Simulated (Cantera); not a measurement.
## Thermodynamics of hydrogen reduction and annealing atmospheres, feed Cu₂O + H₂ + H₂O

Feed: 1 mol Cu₂O, 0.86 mol H₂, 0.72 mol H₂O, at 150000 Pa.

Method: chemical equilibrium by Gibbs-energy minimisation in Cantera with the NASA 1993 tables (ideal gas, pure condensed phases). Candidate condensed phases: Cu, CuO, Cu(OH)₂, Cu₂O, H₂O; 12 gas species. Each liquid is taken as pure. Mutual solubility and eutectic melting of coexisting phases are not modelled. Rates play no part.

From 1525 K to 2075 K the condensed part is Cu(l) + Cu₂O(l). The main Cu-bearing gas is Cu throughout.

```
T (K)  x H₂O      x O₂      x Cu      x OH  n Cu(l)  n Cu₂O(l)
-----  -----  --------  --------  --------  -------  ---------
1525   1.000  0.000104   8.29e-6   4.13e-5     1.72      0.140
1575   0.999  0.000193   1.82e-5   7.25e-5     1.72      0.140
1625   0.999  0.000346   3.81e-5  0.000123     1.72      0.139
1675   0.999  0.000596   7.61e-5  0.000202     1.72      0.139
1725   0.998  0.000991  0.000146  0.000321     1.72      0.138
1775   0.997   0.00160  0.000269  0.000498     1.73      0.136
1825   0.995   0.00250  0.000480  0.000754     1.73      0.133
1875   0.993   0.00381  0.000829   0.00111     1.74      0.129
1925   0.990   0.00566   0.00139   0.00161     1.75      0.123
1975   0.985   0.00823   0.00227   0.00228     1.77      0.115
2025   0.979    0.0117   0.00361   0.00317     1.79      0.104
2075   0.970    0.0164   0.00562   0.00434     1.81     0.0882
```
x: gas mole fraction; n: condensed amount in mol.
